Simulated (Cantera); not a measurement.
An adiabatic, constant-pressure homogeneous reactor starts with CO : H2 : CH4 : O2 : N2 = 1 : 0.1 : 0.06 : 0.353 : 3.31 (molar parts), at 1473 K and 8.90 bar.

Model: GRI-Mech 3.0 (53 species, 325 reactions), integrated in Cantera.

**Question.** Predict: time of steepest temperature rise; temperature at 0.800 s; equilibrium temperature; x(CO) at 0.800 s; x(H2) at 0.800 s; x(HCO) at 0.800 s; x(CO2) at 0.800 s; x(HO2) at 0.800 s.

**Answer.** 
```json
{
 "time_of_steepest_temperature_rise": "21.8 µs",
 "temperature at 0.800 s": "2453 K",
 "equilibrium_temperature": "2453 K",
 "x(CO) at 0.800 s": "0.130 (gas-phase equilibrium 0.130)",
 "x(H2) at 0.800 s": "0.00832 (gas-phase equilibrium 0.00832)",
 "x(HCO) at 0.800 s": "1.11e-7 (gas-phase equilibrium 1.11e-7)",
 "x(CO2) at 0.800 s": "0.101 (gas-phase equilibrium 0.101)",
 "x(HO2) at 0.800 s": "2.81e-8 (gas-phase equilibrium 2.81e-8)"
}
```
